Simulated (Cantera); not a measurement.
Feed: 1 mol Si(CH₃)₄, 3.4 mol HCl, 1200 mol H₂, equilibrated at 2.70 mbar.

These are equilibrium values from Cantera (NASA tables, ideal gas, pure condensed phases), not measurements of a reactor. Candidate condensed phases: C, C₆H₆, C₇H₈, C₈H₁₈, Si, SiC; 109 gas species. The numbers say what is thermodynamically allowed, not how fast it happens.

Task: At 1773 K, list the 4 most abundant gas species with their mole fractions, and the condensed phases.

Result: H₂ 0.992, H 0.00545, HCl 0.00279, C₂H₂ (acetylene) 0.000139. Condensed: C(graphite) + SiC(s).
